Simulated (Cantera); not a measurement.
Standard-state values (1 bar) from the NASA 1993 polynomials, evaluated with Cantera. Values are per mole of reaction as written; species without (g) are pure solids or liquids, kept so even where they would boil at 1 bar.

4 Li + O₂(g) → 2 Li₂O

```json
[
 {"T (K)": "1323", "ΔH° (kJ)": "-1198.5", "ΔS° (J/K)": "-268.2", "ΔG° (kJ)": "-843.7", "log10 K": "33.31", "condensed phases": "Li(l), Li₂O(s)"},
 {"T (K)": "1398", "ΔH° (kJ)": "-1195.8", "ΔS° (J/K)": "-266.2", "ΔG° (kJ)": "-823.7", "log10 K": "30.77", "condensed phases": "Li(l), Li₂O(s)"},
 {"T (K)": "1473", "ΔH° (kJ)": "-1192.9", "ΔS° (J/K)": "-264.2", "ΔG° (kJ)": "-803.8", "log10 K": "28.50", "condensed phases": "Li(l), Li₂O(s)"},
 {"T (K)": "1548", "ΔH° (kJ)": "___", "ΔS° (J/K)": "___", "ΔG° (kJ)": "___", "log10 K": "___", "condensed phases": "Li(l), Li₂O(s)"},
 {"T (K)": "1623", "ΔH° (kJ)": "-1187.0", "ΔS° (J/K)": "-260.4", "ΔG° (kJ)": "-764.4", "log10 K": "24.60", "condensed phases": "Li(l), Li₂O(s)"},
 {"T (K)": "1698", "ΔH° (kJ)": "-1184.0", "ΔS° (J/K)": "-258.6", "ΔG° (kJ)": "-745.0", "log10 K": "22.92", "condensed phases": "Li(l), Li₂O(s)"},
 {"T (K)": "1773", "ΔH° (kJ)": "-1181.0", "ΔS° (J/K)": "-256.8", "ΔG° (kJ)": "-725.6", "log10 K": "21.38", "condensed phases": "Li(l), Li₂O(s)"},
 {"T (K)": "1848", "ΔH° (kJ)": "-1060.8", "ΔS° (J/K)": "-191.6", "ΔG° (kJ)": "-706.8", "log10 K": "19.98", "condensed phases": "Li(l), Li₂O(l)"},
 {"T (K)": "1923", "ΔH° (kJ)": "___", "ΔS° (J/K)": "___", "ΔG° (kJ)": "___", "log10 K": "___", "condensed phases": "Li(l), Li₂O(l)"},
 {"T (K)": "1998", "ΔH° (kJ)": "-1054.9", "ΔS° (J/K)": "-188.5", "ΔG° (kJ)": "-678.3", "log10 K": "17.73", "condensed phases": "Li(l), Li₂O(l)"},
 {"T (K)": "2073", "ΔH° (kJ)": "-1052.1", "ΔS° (J/K)": "-187.1", "ΔG° (kJ)": "-664.2", "log10 K": "16.74", "condensed phases": "Li(l), Li₂O(l)"}
]
```

### Question
What belongs in the gaps?

### Answer

- 1548, ΔH° (kJ): -1190.0
- 1548, ΔS° (J/K): -262.3
- 1548, ΔG° (kJ): -784.0
- 1548, log10 K: 26.46
- 1923, ΔH° (kJ): -1057.8
- 1923, ΔS° (J/K): -190.0
- 1923, ΔG° (kJ): -692.5
- 1923, log10 K: 18.81
